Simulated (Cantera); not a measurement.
Input (Python, Cantera) and output of one run.

```python
import numpy as np
import cantera as ct

gas_names = """
    B BH BH2 BH3 BN B2 H H2 N NH NH2 NH3 N2 N2H2 N2H4
""".split()
cond_names = """
    B(b) B(L) BN(s)
""".split()


# ... load() reads the species with a 1 bar reference pressure and builds the phases ...
atoms = {
    'borazine': {'B': 3, 'N': 3, 'H': 6},
    'H2': {'H': 2},
    'N2': {'N': 2},
    'NH3': {'N': 1, 'H': 3},
}
top_T = {'BN(s)': 3200}  # K; cautious upper limits of use, not melting points


# ... equilibrate(T, P, feed) seeds the gas with the atoms and calls Mixture.equilibrate('TP', solver="vcs", rtol=1e-11, max_steps=5000) ...
results = []
feed = {'borazine': 1, 'H2': 1.9, 'N2': 0.11, 'NH3': 4.4}  # mol
P = 1000  # Pa
for T in [1623, 1723, 1823, 1923, 2023, 2123, 2223, 2323, 2423]:
    mix = equilibrate(T, P, feed)
    results.append((T, P, feed, dict(zip(mix.species_names, mix.species_moles))))

top = {s: max(r[3][s] / sum(r[3][g] for g in gas_names) for r in results) for s in gas_names}
cols = sorted((s for s in top if top[s] > 0.0001), key=lambda s: -top[s])[:8]
seen = [c for c in cond_names if any(r[3].get(c, 0) > 1e-12 for r in results)]
print("log10 of partial pressures in bar; condensed amounts in mol")
print(f"{'T/K':>10s}" + "".join(f"{s[:9]:>10s}" for s in cols + seen))
for T, P, feed, n in results:
    ng = sum(n[g] for g in gas_names)
    print(f"{T:10.4g}" + "".join(f"{np.log10(max(n[s] / ng * P / 1e5, 1e-99)):10.3f}" for s in cols)
          + "".join(f"{n.get(c, 0):10.4g}" for c in seen))
```

Output:

```
log10 of partial pressures in bar; condensed amounts in mol
       T/K        H2        N2         H         B       BH2        BH      B(b)      B(L)     BN(s)
      1623    -2.080    -2.777    -5.200   -12.329    -8.660   -12.268         0         0         3
      1723    -2.080    -2.777    -4.779   -10.824    -7.835   -10.992         0         0         3
      1823    -2.081    -2.777    -4.404    -9.487    -7.103    -9.858         0         0         3
      1923    -2.084    -2.778    -4.068    -8.289    -6.448    -8.844         0         0     2.999
      2023    -2.088    -2.780    -3.765    -7.212    -5.862    -7.932         0         0     2.998
      2123    -2.096    -2.783    -3.493    -6.236    -5.335    -7.109         0         0     2.993
      2223    -2.149    -2.630    -3.268    -5.427    -4.980    -6.462     2.666         0    0.3108
      2323    -2.174    -2.625    -3.050    -4.870    -4.813    -6.041     2.952         0         0
      2423    -2.205    -2.638    -2.854    -4.393    -4.703    -5.694         0     2.896         0
```

These are equilibrium values from Cantera (NASA tables, ideal gas, pure condensed phases), not measurements of a reactor. The feed counts by its element totals alone. Mutual solubility and eutectic melting of coexisting phases are not modelled. The tables' values for BH2 are old estimates; treat these amounts as uncertain.
